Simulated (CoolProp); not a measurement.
Saturation properties of n-butane (Tc = 425.1 K, pc = 37.96 bar, ω = 0.201).

Computed with CoolProp (reference Helmholtz-energy equation of state, Bücker 2006).

| T (K) | p (bar) | vapour density (kg/m³) | surface tension (mN/m) | liquid viscosity (µPa s) | liquid conductivity (mW/(m K)) |
|---|---|---|---|---|---|
| 277.7 | 1.222 | 3.228 | 14.3 | 193 | 113 |
| 291.3 | 1.955 | 5.019 | 12.7 | 169 | 108 |
| 304.9 | 2.986 | 7.501 | 11.2 | 149 | 102 |
| 318.5 | 4.383 | 10.85 | 9.65 | 131 | 96.7 |
| 332 | 6.205 | 15.27 | 8.19 | 116 | 91.7 |
| 345.6 | 8.556 | 21.13 | 6.77 | 102 | 87.0 |
| 359.2 | 11.51 | 28.82 | 5.40 | 89.2 | 82.5 |
| 372.8 | 15.15 | 39.05 | 4.08 | 77.7 | 78.4 |
| 386.4 | 19.60 | 52.98 | 2.84 | 66.8 | 74.4 |
| 400 | 24.95 | 73.08 | 1.68 | 56.0 | 70.6 |
| 413.6 | 31.41 | 106.4 | 0.655 | 44.3 | 67.2 |

It boils at 272.7 K under 1 atm.

Viscosity comes from a separate model (Vogel 1999). Thermal conductivity comes from a separate model (Perkins 2002). Surface tension comes from a separate correlation (Mulero 2012).
